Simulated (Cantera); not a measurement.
Source: NASA polynomial tables (part measured, part estimated), evaluated in Cantera. Values are per mole of reaction as written; species without (g) are pure solids or liquids, kept so even where they would boil at 1 bar.

**Question.** Between 300 and 1423 K, where is each reaction favourable under standard conditions?
- 2 AlN + NO(g) = 3 N(g) + Al2O(g)

**Answer.** 
- 2 AlN + NO(g) = 3 N(g) + Al2O(g): ΔG° is 1679 kJ at 300 K and 1154 kJ at 1423 K; it stays positive (K < 1). ΔH° is 1815 kJ and ΔS° 465 J/K at 1423 K.
